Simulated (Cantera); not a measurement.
An isothermal, constant-pressure homogeneous reactor starts with NO : N2 = 1 : 7.2 (molar parts), at 2175 K and 10.00 Torr. Integrator tolerance rtol = 1e-08.

Computed with Cantera and GRI-Mech 3.0 (53 species, 325 reactions). Radical loss at walls, strong at low pressure, is not modelled.

Task: What does this change do: NO 1 to 0.41 parts?

Result: 
```json
[
 {"quantity": "x(NO) at 6.00 s", "before": "0.0351 (gas-phase equilibrium 0.00667)", "after": "0.0334 (gas-phase equilibrium 0.00441)"},
 {"quantity": "x(O2) at 6.00 s", "before": "0.0413 (gas-phase equilibrium 0.0551)", "after": "0.00935 (gas-phase equilibrium 0.0232)"},
 {"quantity": "x(N2) at 6.00 s", "before": "0.920 (gas-phase equilibrium 0.933)", "after": "0.956 (gas-phase equilibrium 0.969)"},
 {"quantity": "x(N2O) at 6.00 s", "before": "3.96e-7 (gas-phase equilibrium 4.67e-8)", "after": "4.53e-7 (gas-phase equilibrium 3.14e-8)"},
 {"quantity": "x(O) at 6.00 s", "before": "0.00392 (gas-phase equilibrium 0.00471)", "after": "0.00172 (gas-phase equilibrium 0.00305)"},
 {"quantity": "x(NO2) at 6.00 s", "before": "2.40e-6 (gas-phase equilibrium 5.20e-7)", "after": "1.06e-6 (gas-phase equilibrium 2.22e-7)"}
]
```

Task: What does this change do: pressure from 10.00 Torr to 100.0 Torr?

Result: 
```
quantity                                           before                                    after
----------------  ---------------------------------------  ---------------------------------------
x(NO) at 6.00 s    0.0351 (gas-phase equilibrium 0.00667)  0.00693 (gas-phase equilibrium 0.00678)
x(O2) at 6.00 s     0.0413 (gas-phase equilibrium 0.0551)    0.0567 (gas-phase equilibrium 0.0568)
x(N2) at 6.00 s       0.920 (gas-phase equilibrium 0.933)      0.935 (gas-phase equilibrium 0.935)
x(N2O) at 6.00 s  3.96e-7 (gas-phase equilibrium 4.67e-8)  1.51e-7 (gas-phase equilibrium 1.50e-7)
x(O) at 6.00 s    0.00392 (gas-phase equilibrium 0.00471)  0.00151 (gas-phase equilibrium 0.00151)
x(NO2) at 6.00 s  2.40e-6 (gas-phase equilibrium 5.20e-7)  1.73e-6 (gas-phase equilibrium 1.69e-6)
```
